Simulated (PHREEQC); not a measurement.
A made-up water analysis in mg/L, 10 °C, pH 5.89, pe 2.4:

```json
[
 {"constituent": "Na", "mg/L": "0.0335"},
 {"constituent": "K", "mg/L": "0.00138"},
 {"constituent": "Ca", "mg/L": "0.0329"},
 {"constituent": "Mg", "mg/L": "0.00197"},
 {"constituent": "Cl", "mg/L": "0.0392"},
 {"constituent": "S(6) as SO4", "mg/L": "0.0465"},
 {"constituent": "Alkalinity as HCO3", "mg/L": "0.0786"},
 {"constituent": "F", "mg/L": "9.97e-06"}
]
```

Valence states are taken as typed.

Computed with PHREEQC (ion-association model, wateq4f.dat).

Precipitation was switched off in this run.

**Question.** Estimate the ionic strength, charge-balance error.

**Answer.** ionic strength 6.01e-6 mol/kgw; charge-balance error -0.7 %.

**Question.** In which forms is C present?

**Answer.** CO2 79 %, HCO3- 21 % of the C.

Species that the database lacks are ignored. Constants without temperature data keep their 25 °C values here.
